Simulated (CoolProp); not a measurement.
A simple Rankine cycle with hydrogen sulfide: condensing at 321.15 K, boiler at 7.67 MPa, turbine inlet 368.9 K, turbine efficiency 0.8, pump efficiency 0.8, no recuperator. Each further row changes one setting.

Values from CoolProp's reference Helmholtz-energy equation of state, Lemmon 2006. It is a short technical equation, of lower accuracy than the large ones.

| case | thermal efficiency (%) | net work (kJ/kg) | heat in (kJ/kg) | turbine exit temperature (K) | volume ratio over the turbine |
|---|---|---|---|---|---|
| as stated | 7.3 | 23.9 | 327 | 321.1 | 2.25 |
| turbine inlet 388.9 K | 8.0 | 30.7 | 384 | 321.1 | 1.99 |
| condensing temperature 313.15 K | 8.6 | 29.9 | 346 | 313.2 | 2.67 |
| boiler pressure 5.37 MPa | 5.0 | 19.7 | 396 | 330.2 | 1.46 |
| turbine efficiency 0.7 | 6.1 | 20.0 | 327 | 321.1 | 2.28 |

The expansion ends wet for: as stated; turbine inlet 388.9 K; condensing temperature 313.15 K; turbine efficiency 0.7.
